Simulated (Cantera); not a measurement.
An isothermal plug-flow reactor at 675 K and 3680 Torr (inlet), inlet velocity 0.35 m/s, active area per volume 230 1/m; feed H₂ : O₂ : N₂ = 0.0042 : 0.022 : 0.79 (molar parts), equivalence ratio 0.095.

Computed with Cantera and Deutschmann's 1995 Pt surface mechanism with GRI-Mech 3.0 gas chemistry. Catalytic surfaces can have several steady states; this one follows from the mechanism file's or the stated starting coverage. Mass transfer to the wall is taken as infinitely fast.

**Question.** What does this change do: area per volume 230 to 54 1/m?

**Answer.** 
```
quantity                  before     after
----------------------  --------  --------
x(H₂) at z = 0.006 m    0.000103  0.000446
x(O₂) at z = 0.006 m      0.0245    0.0247
x(H₂O) at z = 0.006 m    0.00506   0.00471
θ(free Pt) at the exit   0.00919    0.0322
θ(O*) at the exit          0.987     0.961
θ(OH*) at the exit       0.00351   0.00635
```

**Question.** What does this change do: pressure from 3680 Torr to 6680 Torr?

**Answer.** 
| quantity | before | after |
|---|---|---|
| x(H₂) at z = 0.006 m | 0.000103 | 0.000106 |
| x(O₂) at z = 0.006 m | 0.0245 | 0.0245 |
| x(H₂O) at z = 0.006 m | 0.00506 | 0.00505 |
| θ(free Pt) at the exit | 0.00919 | 0.00867 |
| θ(O*) at the exit | 0.987 | 0.987 |
| θ(OH*) at the exit | 0.00351 | 0.00459 |
